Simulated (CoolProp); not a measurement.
Vapour-liquid equilibrium of n-butane (1) + R113 (2) at 234 kPa; x and y are mole fractions of (1).

Model: multi-fluid Helmholtz-energy mixture model, Bücker 2006 and Marx 1992; pair parameters Bell 2016, in CoolProp.

```json
[
 {"x": "0.05", "bubble temperature (K)": "342.6", "y at the bubble point": "0.183", "dew temperature at overall composition x (K)": "347.0", "liquid density (mol/L)": "7.802"},
 {"x": "0.15", "bubble temperature (K)": "332.8", "y at the bubble point": "0.440", "dew temperature at overall composition x (K)": "343.8", "liquid density (mol/L)": "8.048"},
 {"x": "0.25", "bubble temperature (K)": "325.1", "y at the bubble point": "0.602", "dew temperature at overall composition x (K)": "340.3", "liquid density (mol/L)": "8.275"},
 {"x": "0.35", "bubble temperature (K)": "319.0", "y at the bubble point": "0.709", "dew temperature at overall composition x (K)": "336.5", "liquid density (mol/L)": "8.488"},
 {"x": "0.45", "bubble temperature (K)": "314.1", "y at the bubble point": "0.785", "dew temperature at overall composition x (K)": "332.3", "liquid density (mol/L)": "8.694"},
 {"x": "0.55", "bubble temperature (K)": "310.0", "y at the bubble point": "0.842", "dew temperature at overall composition x (K)": "327.7", "liquid density (mol/L)": "8.898"},
 {"x": "0.65", "bubble temperature (K)": "306.6", "y at the bubble point": "0.886", "dew temperature at overall composition x (K)": "322.5", "liquid density (mol/L)": "9.103"},
 {"x": "0.75", "bubble temperature (K)": "303.5", "y at the bubble point": "0.923", "dew temperature at overall composition x (K)": "316.5", "liquid density (mol/L)": "9.314"},
 {"x": "0.85", "bubble temperature (K)": "300.7", "y at the bubble point": "0.956", "dew temperature at overall composition x (K)": "309.4", "liquid density (mol/L)": "9.532"},
 {"x": "0.95", "bubble temperature (K)": "298.2", "y at the bubble point": "0.986", "dew temperature at overall composition x (K)": "301.2", "liquid density (mol/L)": "9.761"}
]
```

No azeotrope shows between x = 0.05 and 0.95.

Pair parameters are fitted to limited data, so mixtures are less certain than the pure fluids.
